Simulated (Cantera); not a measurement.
A closed system holds: 1 mol Ta2O5, 250 mol H2, 3.1 mol H2O, equilibrated at 1625 °C and 0.143 Torr.

Cantera equilibrium calculation (NASA polynomials, part measured and part estimated; ideal gas, pure solids and liquids). Candidate condensed phases: H2O, Ta, Ta2O5; 12 gas species. Equilibrium is a limit: real reactors are often held back by kinetics, nucleation or transport.

Base state: H2 0.933, H 0.0548, H2O 0.0120, TaO2 0.000253, OH 5.75e-5 (mole fractions); condensed: Ta2O5(s).

**Question.** What changes in the equilibrium state with this change: temperature from 1625 °C to 1325 °C?

**Answer.** 
```tsv
species	before	after
H2	0.933	0.984
H2O	0.0120	0.0122
H	0.0548	0.00383
TaO2	0.000253	1.01e-7
OH	5.75e-5	1.85e-6
Ta2O5(s), mol	0.966	1.000
```
